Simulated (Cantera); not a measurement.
An adiabatic, constant-volume homogeneous reactor starts with 29.2 % CO, 4.37 % H2, 14.0 % O2, 52.5 % N2, equivalence ratio 1.2, at 1550 K and 323 Torr.

Detailed kinetics in Cantera: GRI-Mech 3.0 (53 species, 325 reactions).

One state of this run: T (K) = 2847; P (bar) = 0.732; x CO = 0.165; x H2 = 0.00484; x O2 = 0.0384; x NO = 0.0142; x H = 0.00788. x: mole fraction; the columns are a selection and need not sum to one.

Task: Which value of t (s) does it belong to?
A. 0.400
B. 0.000264
C. 0.000894
D. 2.00e-6

Result: A, 0.400
